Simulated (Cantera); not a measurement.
An isothermal, constant-pressure homogeneous reactor starts with 2.98 % CH4, 96.3 % H2, 0.760 % CO2, at 1975 K and 285 Torr.

Model: GRI-Mech 3.0 (53 species, 325 reactions), integrated in Cantera. GRI-Mech 3.0 stops at C3 and has no aromatics, soot or wall deposition, so with more carbon than oxygen in the feed, carbon stays in small species such as C2H2 where larger ones or solid carbon would form.

x: mole fraction; the columns are a selection and need not sum to one.

```csv
t (s),x CH4,x H2,x CO2,x CO,x H2O2,x C2H
0.000900,0.0253,0.958,0.00344,0.00415,<1e-12,5.71e-8
0.00177,0.0220,0.958,0.00136,0.00623,<1e-12,1.19e-7
0.00348,0.0175,0.959,0.000225,0.00736,<1e-12,2.06e-7
0.00684,[?],0.962,[?],0.00759,<1e-12,[?]
0.0134,0.00785,0.964,1.27e-5,0.00769,<1e-12,3.95e-7
0.0264,0.00461,0.966,1.25e-5,0.00789,<1e-12,4.57e-7
0.0520,[?],0.968,1.23e-5,0.00829,<1e-12,4.88e-7
0.102,0.00176,0.968,1.19e-5,0.00902,<1e-12,4.94e-7
0.201,0.00138,0.969,1.06e-5,0.0102,<1e-12,4.78e-7
0.395,0.00114,0.970,7.98e-6,0.0117,<1e-12,4.51e-7
0.776,0.000907,0.971,4.15e-6,0.0133,<1e-12,4.24e-7
1.53,0.000724,0.972,1.06e-6,0.0143,<1e-12,4.07e-7
3.00,0.000661,0.972,7.01e-8,0.0146,<1e-12,4.02e-7
```

**Question.** What belongs in the gaps?

**Answer.** 
- 0.00684, x CH4: 0.0124
- 0.00684, x CO2: 1.82e-5
- 0.00684, x C2H: 3.06e-7
- 0.0520, x CH4: 0.00269
